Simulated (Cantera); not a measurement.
Feed: 1 mol Si3N4, 0.004 mol O2, 5.5 mol H2, equilibrated at 0.0323 Torr.

These are equilibrium values from Cantera (NASA tables, ideal gas, pure condensed phases), not measurements of a reactor. Candidate condensed phases: H2O, Si, SiO2, Si2N2O, Si3N4; 35 gas species. Mutual solubility and eutectic melting of coexisting phases are not modelled. Gases not in the tables: Si2H6 and higher silanes. The numbers say what is thermodynamically allowed, not how fast it happens.

Task: Which condensed phases are stable at each of these points (T (K)): 923, 1023, 1123, 1223, 1323, 1423, 1523, 1623, 1723, 1823, 1923, 2023, 2123, 2223?

Result: 
```
T (K)              condensed phases  Si condensed (%)
-----  ----------------------------  ----------------
923            Si2N2O(s) + Si3N4(s)             100.0
1023           Si2N2O(s) + Si3N4(s)             100.0
1123           Si2N2O(s) + Si3N4(s)             100.0
1223   Si(s) + Si2N2O(s) + Si3N4(s)             100.0
1323   Si(s) + Si2N2O(s) + Si3N4(s)             100.0
1423               Si(s) + Si3N4(s)              99.7
1523                          Si(s)              99.6
1623                          Si(s)              98.8
1723                          Si(l)              93.6
1823                          Si(l)              69.3
1923                       gas only               0.0
2023                       gas only               0.0
2123                       gas only               0.0
2223                       gas only               0.0
```

From 923 K to 1123 K the condensed part is Si2N2O(s) + Si3N4(s). From 1223 K to 1323 K the condensed part is Si(s) + Si2N2O(s) + Si3N4(s). At 1423 K the condensed part is Si(s) + Si3N4(s). From 1523 K to 1623 K the condensed part is Si(s). From 1723 K to 1823 K the condensed part is Si(l). From 1923 K to 2223 K nothing is condensed.
